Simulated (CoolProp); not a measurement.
Model: reference Helmholtz-energy equation of state, de Reuck 1990, in CoolProp.

Question: For fluorine, give the phase and the Z, isothermal compressibility (1/MPa) at -118.75 °C and 0.491 MPa; -118.75 °C and 2.46 MPa; -118.75 °C and 7.37 MPa.

Answer: 
- -118.75 °C and 0.491 MPa: gas; Z 0.975, isothermal compressibility 2.09
- -118.75 °C and 2.46 MPa: gas; Z 0.860, isothermal compressibility 0.481
- -118.75 °C and 7.37 MPa: supercritical; Z 0.402, isothermal compressibility 0.398
